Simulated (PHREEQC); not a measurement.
3.3 g of hydrous ferric oxide (600 m²/g; 0.2 weak and 0.005 strong sites per Fe, Dzombak-Morel constants, diffuse double layer) in 1 kg of water with 0.1 mol/kgw of an inert sodium salt, at 25 °C; the pH is set by adding NaOH or the inert anion's acid. O2 is buffered at 0.21 atm. The system is closed to CO2. Nothing may precipitate in this run.

All values are PHREEQC results (ion-association model, wateq4f.dat), not measurements.

Question: Predict surface charge σ (C/m²), surface potential ψ (mV) at pH = 5.67, 7.67.

Answer: 
```json
[
 {"pH": "5.67", "surface charge σ (C/m²)": "0.142", "surface potential ψ (mV)": "105"},
 {"pH": "7.67", "surface charge σ (C/m²)": "0.016", "surface potential ψ (mV)": "21"}
]
```

Complexes and solids missing from the database can't appear. The oxide is taken as insoluble; below pH 4 it would dissolve.
